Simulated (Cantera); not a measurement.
# Gas-phase reforming

An isothermal, constant-pressure homogeneous reactor starts with 36.0 % CH₄, 36.0 % H₂O, 28.1 % H₂, at 1725 K and 1.01 bar.

Detailed kinetics in Cantera: GRI-Mech 3.0 (53 species, 325 reactions).

| t (s) | x CH₄ | x H₂O | x H₂ | x C₂H₆ | x OH | x CH₃ | x CH₂ |
|---|---|---|---|---|---|---|---|
| 5.00e-6 | 0.360 | 0.360 | 0.281 | 4.58e-7 | 4.24e-7 | 0.000144 | 2.93e-9 |
| 1.55e-5 | 0.359 | 0.360 | 0.281 | 1.20e-5 | 1.19e-6 | 0.000425 | 2.52e-8 |
| 4.82e-5 | 0.358 | 0.359 | 0.281 | 0.000177 | 2.65e-6 | 0.000955 | 1.24e-7 |
| 0.000150 | 0.354 | 0.359 | 0.284 | 0.000711 | 3.98e-6 | 0.00142 | 2.71e-7 |
| 0.000464 | 0.339 | 0.356 | 0.296 | 0.000884 | 4.38e-6 | 0.00152 | 3.20e-7 |
| 0.00144 | 0.298 | 0.345 | 0.332 | 0.000666 | 4.21e-6 | 0.00133 | 2.89e-7 |
| 0.00447 | 0.218 | 0.322 | 0.406 | 0.000342 | 3.92e-6 | 0.000971 | 2.38e-7 |
| 0.0139 | 0.122 | 0.291 | 0.497 | 0.000107 | 3.63e-6 | 0.000557 | 1.79e-7 |
| 0.0431 | 0.0554 | 0.258 | 0.568 | 2.39e-5 | 3.35e-6 | 0.000266 | 1.29e-7 |
| 0.134 | 0.0317 | 0.210 | 0.620 | 8.45e-6 | 2.75e-6 | 0.000153 | 8.76e-8 |
| 0.415 | 0.0236 | 0.142 | 0.674 | 4.54e-6 | 1.78e-6 | 0.000109 | 4.94e-8 |
| 1.29 | 0.0156 | 0.0767 | 0.726 | 2.00e-6 | 9.21e-7 | 6.89e-5 | 2.28e-8 |
| 4.00 | 0.00924 | 0.0342 | 0.760 | 7.34e-7 | 4.01e-7 | 3.99e-5 | 1.03e-8 |
x: mole fraction; the columns are a selection and need not sum to one.

Equilibrium at this temperature and pressure: CH₄ 0.000208, H₂O 0.000210, H₂ 0.790, C₂H₆ 4.00e-10, OH 2.41e-9, CH₃ 8.80e-7, CH₂ 1.94e-10 (gas phase only).
